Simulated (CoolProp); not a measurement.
Octamethyltrisiloxane (MDM) along the isotherm 575 K: Z from the reference equation and from simpler models built on Tc = 565.4 K, pc = 1.438 MPa, ω = 0.528; each cubic takes its own stable root.

Computed with CoolProp (reference Helmholtz-energy equation of state, Thol 2017).

```tsv
p (MPa)	phase	reference
0.18	gas	0.9597
0.359	gas	0.9167
0.539	gas	0.8699
0.719	gas	0.8186
0.898	gas	0.7617
1.08	gas	0.6952
1.26	gas	0.6163
1.44	supercritical	0.5125
1.62	supercritical	0.3388
1.8	supercritical	0.2508
1.98	supercritical	0.2515
2.16	supercritical	0.2610
```

### Question
How far does each simpler model (van der Waals, Redlich-Kwong, Soave-Redlich-Kwong, Peng-Robinson) lie from the reference over these 12 states: mean and median of the absolute difference, and the worst?

### Answer
- van der Waals: mean 10.4 %, median 3.4 %, worst +36.5 % at 575 K and 2.16 MPa
- Redlich-Kwong: mean 4.7 %, median 0.3 %, worst +16.3 % at 575 K and 1.98 MPa
- Soave-Redlich-Kwong: mean 7.3 %, median 2.0 %, worst +23.1 % at 575 K and 1.8 MPa
- Peng-Robinson: mean 4.2 %, median 2.1 %, worst +13.1 % at 575 K and 1.8 MPa
